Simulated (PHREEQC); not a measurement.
PHREEQC input (ion-association model, wateq4f.dat):

```
SOLUTION_MASTER_SPECIES
  An  An-  0  An  62.0  # stands for a non-complexing anion
SOLUTION_SPECIES
  An- = An-
    -log_k 0
    -gamma 3.0 0
PHASES
  Fix_H+
    H+ = H+
    -log_k 0
SOLUTION 1
  temp 25
  units mmol/kgw
  pH 7 charge
  Na 100
  An 100
END
SELECTED_OUTPUT 1
  -reset false
  -pH true
  -pe true
  -ionic_strength true
  -water true
  -totals Na
  -molalities Hfo_wOH Hfo_wOH2+ Hfo_wO- Hfo_sOH Hfo_sOH2+ Hfo_sO-
USER_PUNCH 1
  -headings sigma psi
  10 PUNCH EDL("sigma", "Hfo"), EDL("psi", "Hfo")
PRINT
  -reset false
USE solution 1
SURFACE 1
  Hfo_wOH 2.69663e-05 600 0.012
  Hfo_sOH 6.74157e-07
EQUILIBRIUM_PHASES 1
  Fix_H+ -4 HAn 10
    -force_equality true
  O2(g) -0.68 10
END
# ... the last block is repeated for the other 16 points of pH, with NaOH or the acid as the point needs
```

Selected output (columns that matter, 17 of 17 rows; pH added in front):

```
pH	mu	Na	m_Hfo_wOH	m_Hfo_wOH2+	m_Hfo_wO-	m_Hfo_sOH	m_Hfo_sOH2+	m_Hfo_sO-	sigma	psi
4	0.10013	0.1	3.5983e-06	2.3355e-05	1.27e-08	8.9958e-08	5.8388e-07	3.1751e-10	0.32066	0.14657
4.38	0.10006	0.1	6.109e-06	2.0816e-05	4.1072e-08	1.5273e-07	5.204e-07	1.0268e-09	0.28539	0.14065
4.75	0.10003	0.1	9.0037e-06	1.7859e-05	1.0399e-07	2.2509e-07	4.4647e-07	2.5997e-09	0.24389	0.13266
5.12	0.10002	0.1	1.1922e-05	1.4825e-05	2.1964e-07	2.9805e-07	3.7062e-07	5.491e-09	0.20063	0.12277
5.5	0.10001	0.1	1.4594e-05	1.1964e-05	4.0785e-07	3.6486e-07	2.991e-07	1.0196e-08	0.15875	0.111
5.88	0.10001	0.1	1.675e-05	9.5429e-06	6.7351e-07	4.1875e-07	2.3857e-07	1.6838e-08	0.12184	0.097864
6.25	0.1	0.1	1.8308e-05	7.6548e-06	1.0031e-06	4.5771e-07	1.9137e-07	2.5079e-08	0.091374	0.083925
6.62	0.1	0.1	1.938e-05	6.1987e-06	1.388e-06	4.8449e-07	1.5497e-07	3.47e-08	0.066085	0.068919
7	0.1	0.1	2.007e-05	5.0789e-06	1.817e-06	5.0176e-07	1.2697e-07	4.5424e-08	0.044809	0.052459
7.38	0.1	0.1	2.0461e-05	4.2475e-06	2.2579e-06	5.1152e-07	1.0619e-07	5.6448e-08	0.027331	0.035067
7.75	0.1	0.1	2.0647e-05	3.6277e-06	2.692e-06	5.1617e-07	9.0692e-08	6.7299e-08	0.012854	0.017464
8.12	0.1	0.1	2.07e-05	3.1203e-06	3.1459e-06	5.175e-07	7.8008e-08	7.8647e-08	-0.00035141	-0.00048668
8.5	0.1	0.10001	2.0637e-05	2.6564e-06	3.6729e-06	5.1593e-07	6.6409e-08	9.1822e-08	-0.013963	-0.018909
8.88	0.10001	0.10001	2.0431e-05	2.2113e-06	4.3243e-06	5.1077e-07	5.5282e-08	1.0811e-07	-0.029027	-0.036935
9.25	0.10003	0.10003	2.0028e-05	1.7823e-06	5.1558e-06	5.007e-07	4.4558e-08	1.2889e-07	-0.046341	-0.053793
9.62	0.10006	0.10006	1.9332e-05	1.3659e-06	6.2682e-06	4.833e-07	3.4148e-08	1.567e-07	-0.067342	-0.069753
10	0.10013	0.10014	1.8199e-05	9.7359e-07	7.7935e-06	4.5498e-07	2.434e-08	1.9484e-07	-0.093684	-0.085085
```
